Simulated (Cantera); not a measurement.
A Cantera script and its output.

```python
import numpy as np
import cantera as ct

gas = ct.Solution("gri30.yaml")
gas.TPX = 475, 19000, {'C3H8': 1, 'O2': 3.33, 'N2': 12.5, 'CO2': 3.5, 'H2': 0.59}
flame = ct.FreeFlame(gas, width=0.13)
flame.set_refine_criteria(ratio=3, slope=0.08, curve=0.16)
flame.transport_model = "mixture-averaged"
flame.solve(loglevel=0, auto=True)
z, T = flame.grid, flame.T
thick = (T[-1] - T[0]) / np.gradient(T, z).max()
show = ['C3H8', 'O2', 'CO2', 'NO', 'O', 'CH4']
print(f"laminar burning velocity  {flame.velocity[0] * 100:.3f} cm/s")
print(f"burnt temperature         {T[-1]:.1f} K")
print(f"thermal thickness         {thick * 1e3:.4f} mm")
print(f"grid points               {len(z)}")
z0 = z[flame.heat_release_rate.argmax()]
print(f"{'z/mm':>9s}{'T/K':>9s}{'u/(m/s)':>9s}" + "".join(f"{s:>11s}" for s in show))
rows = []
for k in (-3, -2, -1.5, -1, -0.5, -0.25, 0, 0.25, 0.5, 1, 2, 4, 8):
    zz = z0 + k * thick
    rows.append([k * thick, np.interp(zz, z, T), np.interp(zz, z, flame.velocity),
                 *(np.interp(zz, z, flame.X[gas.species_index(s)]) for s in show)])
    print(f"{rows[-1][0] * 1e3:9.3f}{rows[-1][1]:9.1f}{rows[-1][2]:9.3f}" + "".join(f"{x:11.3e}" for x in rows[-1][3:]))
```

It prints:

```
laminar burning velocity  28.925 cm/s
burnt temperature         1710.0 K
thermal thickness         3.3260 mm
grid points               133
     z/mm      T/K  u/(m/s)       C3H8         O2        CO2         NO          O        CH4
   -9.978    476.5    0.291  4.768e-02  1.586e-01  1.668e-01  2.056e-09  7.876e-16  1.131e-05
   -6.652    482.9    0.296  4.753e-02  1.574e-01  1.663e-01  1.127e-08  7.259e-14  5.421e-05
   -4.989    503.2    0.310  4.725e-02  1.547e-01  1.655e-01  4.532e-08  5.415e-12  1.813e-04
   -3.326    598.0    0.372  4.540e-02  1.432e-01  1.631e-01  2.625e-07  7.763e-10  7.394e-04
   -1.663    925.3    0.596  3.113e-02  1.033e-01  1.574e-01  1.418e-06  1.945e-07  2.624e-03
   -0.832   1209.0    0.804  1.170e-02  6.696e-02  1.546e-01  2.655e-06  8.381e-06  3.993e-03
    0.000   1486.3    1.013  3.545e-04  2.936e-02  1.534e-01  4.593e-06  9.043e-05  2.978e-03
    0.832   1623.1    1.115  2.675e-07  9.396e-03  1.522e-01  7.853e-06  1.540e-04  7.386e-04
    1.663   1664.3    1.146  4.238e-11  2.716e-03  1.508e-01  1.117e-05  1.305e-04  1.265e-04
    3.326   1679.7    1.158  1.402e-15  3.425e-04  1.490e-01  1.549e-05  8.991e-05  5.824e-06
    6.652   1685.8    1.162  8.949e-20  1.262e-04  1.478e-01  1.983e-05  7.040e-05  1.311e-07
   13.304   1693.1    1.167  2.829e-24  8.544e-05  1.474e-01  2.297e-05  4.814e-05  8.776e-10
   26.608   1701.6    1.172  4.467e-29  4.692e-05  1.470e-01  2.435e-05  2.632e-05  3.833e-12
```

Detailed kinetics in Cantera: GRI-Mech 3.0 (53 species, 325 reactions). GRI-Mech 3.0 was tuned for natural gas; its chemistry of propane as a main component is partial and can be far from experiment. Burning velocities carry a grid error of a few per cent, more on coarse grids.
